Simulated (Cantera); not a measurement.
An adiabatic, constant-pressure homogeneous reactor starts with H₂ : O₂ : N₂ : NO = 1 : 1.61 : 10.8 : 0.015 (molar parts), at 1175 K and 1000000 Pa. Integrator tolerance rtol = 1e-08.

Computed with Cantera and GRI-Mech 3.0 (53 species, 325 reactions). The hydrogen kinetics of GRI-Mech 3.0 are dated; newer H2 mechanisms differ, most at raised pressure. The mechanism lacks 2 NO + O2 → 2 NO2 and HONO, so NO2 and the effect of NO are under-described below about 1400 K.

```csv
quantity,before,after
time of steepest temperature rise,39.3 µs,94.5 µs
temperature at 0.700 s,1714 K,1713 K
equilibrium temperature,1712 K,1711 K
x(H₂) at 0.700 s,1.95e-6 (gas-phase equilibrium 1.91e-6),6.08e-6 (gas-phase equilibrium 5.97e-6)
x(O₂) at 0.700 s,0.0858 (gas-phase equilibrium 0.0854),0.0858 (gas-phase equilibrium 0.0854)
x(NO) at 0.700 s,0.00114 (gas-phase equilibrium 0.00200),0.00117 (gas-phase equilibrium 0.00200)
x(NO₂) at 0.700 s,7.00e-6 (gas-phase equilibrium 1.23e-5),2.28e-6 (gas-phase equilibrium 3.90e-6)
x(OH) at 0.700 s,0.000158 (gas-phase equilibrium 0.000156),0.000279 (gas-phase equilibrium 0.000275)
x(H₂O) at 0.700 s,0.0773 (gas-phase equilibrium 0.0773),0.0772 (gas-phase equilibrium 0.0772)
```

Name the change that produced these shifts.
(A) pressure from 1000000 Pa to 2100000 Pa
(B) O2 1.61 to 3.6 parts
(C) pressure from 1000000 Pa to 101000 Pa
(D) N2 10.8 to 26 parts

C, pressure from 1000000 Pa to 101000 Pa
